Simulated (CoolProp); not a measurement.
Vapour-liquid equilibrium of R134a (1) + R123 (2) at 118 kPa; x and y are mole fractions of (1).

The numbers come from the multi-fluid Helmholtz-energy mixture model, Tillner-Roth 1994 and Younglove 1994; pair parameters Bell 2016 in CoolProp.

| x | bubble temperature (°C) | y at the bubble point | dew temperature at overall composition x (°C) | liquid density (mol/L) |
|---|---|---|---|---|
| 0.05 | 22.7 | ___ | 30.8 | 9.710 |
| 0.15 | 9.2 | 0.633 | 27.9 | 10.16 |
| 0.25 | 0.5 | 0.774 | 24.8 | 10.54 |
| 0.35 | -5.5 | 0.848 | ___ | 10.90 |
| 0.45 | ___ | 0.891 | 17.7 | 11.25 |
| 0.55 | -13.0 | ___ | 13.3 | ___ |
| 0.65 | -15.6 | 0.941 | 8.3 | 11.96 |
| 0.75 | -17.8 | 0.959 | 2.2 | 12.34 |
| 0.85 | -19.8 | 0.975 | -5.7 | 12.74 |
| 0.95 | -21.7 | 0.991 | -16.7 | 13.16 |

### Question
What belongs in the gaps?

### Answer

- 0.05, y at the bubble point: 0.315
- 0.35, dew temperature at overall composition x (°C): 21.4
- 0.45, bubble temperature (°C): -9.8
- 0.55, y at the bubble point: 0.920
- 0.55, liquid density (mol/L): 11.60

No azeotrope shows between x = 0.05 and 0.95.

Pair parameters are fitted to limited data, so mixtures are less certain than the pure fluids.
